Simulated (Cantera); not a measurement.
An isothermal, constant-pressure homogeneous reactor starts with NH3 : H2 = 1 : 0.41 (molar parts), at 1450 K and 1.00 bar. Integrator tolerance rtol = 1e-08.

Model: the gas-phase N/H chemistry of the illustrative SiF4/NH3 mechanism in the Surface Chemkin manual (1991), integrated in Cantera. Walls and surfaces, which speed up NH3 decomposition in real reactors, are not modelled.

Task: What does this change do: temperature 1450 to 2025 K?

Result: 
```json
[
 {"quantity": "x(NH3) at 3.00 s", "before": "0.693 (gas-phase equilibrium 2.29e-5)", "after": "0.000143 (gas-phase equilibrium 6.16e-6)"},
 {"quantity": "x(H2) at 3.00 s", "before": "0.302 (gas-phase equilibrium 0.793)", "after": "0.791 (gas-phase equilibrium 0.791)"},
 {"quantity": "x(N2H4) at 3.00 s", "before": "7.51e-8 (gas-phase equilibrium <1e-12)", "after": "<1e-12 (gas-phase equilibrium <1e-12)"},
 {"quantity": "x(N2) at 3.00 s", "before": "0.00479 (gas-phase equilibrium 0.207)", "after": "0.207 (gas-phase equilibrium 0.207)"},
 {"quantity": "x(NH) at 3.00 s", "before": "2.34e-8 (gas-phase equilibrium <1e-12)", "after": "6.41e-8 (gas-phase equilibrium 2.76e-9)"},
 {"quantity": "x(H) at 3.00 s", "before": "3.65e-6 (gas-phase equilibrium 8.47e-6)", "after": "0.00172 (gas-phase equilibrium 0.00172)"},
 {"quantity": "x(N) at 3.00 s", "before": "3.01e-10 (gas-phase equilibrium <1e-12)", "after": "1.35e-8 (gas-phase equilibrium 5.84e-10)"}
]
```

Task: What does this change do: temperature 1450 to 2350 K?

Result: 
| quantity | before | after |
|---|---|---|
| x(NH3) at 3.00 s | 0.693 (gas-phase equilibrium 2.29e-5) | 3.87e-6 (gas-phase equilibrium 3.87e-6) |
| x(H2) at 3.00 s | 0.302 (gas-phase equilibrium 0.793) | 0.783 (gas-phase equilibrium 0.783) |
| x(N2H4) at 3.00 s | 7.51e-8 (gas-phase equilibrium <1e-12) | <1e-12 (gas-phase equilibrium <1e-12) |
| x(N2) at 3.00 s | 0.00479 (gas-phase equilibrium 0.207) | 0.206 (gas-phase equilibrium 0.206) |
| x(NH) at 3.00 s | 2.34e-8 (gas-phase equilibrium <1e-12) | 5.16e-8 (gas-phase equilibrium 5.16e-8) |
| x(H) at 3.00 s | 3.65e-6 (gas-phase equilibrium 8.47e-6) | 0.0111 (gas-phase equilibrium 0.0111) |
| x(N) at 3.00 s | 3.01e-10 (gas-phase equilibrium <1e-12) | 3.02e-8 (gas-phase equilibrium 3.02e-8) |
